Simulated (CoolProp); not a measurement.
Properties of carbonyl sulfide along the isotherm 393.4 K.

Values from CoolProp's reference Helmholtz-energy equation of state, Lemmon 2006. It is a short technical equation, of lower accuracy than the large ones.

```csv
p (bar),phase,density (kg/m³),cv (kJ/(kg K)),speed of sound (m/s),expansivity (1/kK)
0.503,gas,0.9260,0.6215,257.6,2.561
1.15,gas,2.124,0.6222,257.1,2.585
2.61,gas,4.853,0.6239,256.0,2.641
5.94,gas,11.23,0.6278,253.3,2.778
13.5,gas,26.55,0.6371,246.9,3.141
30.7,gas,67.26,0.6625,231.1,4.399
70,supercritical,256.8,0.7941,185.5,24.88
159,supercritical,757.6,0.7357,425.2,5.256
```
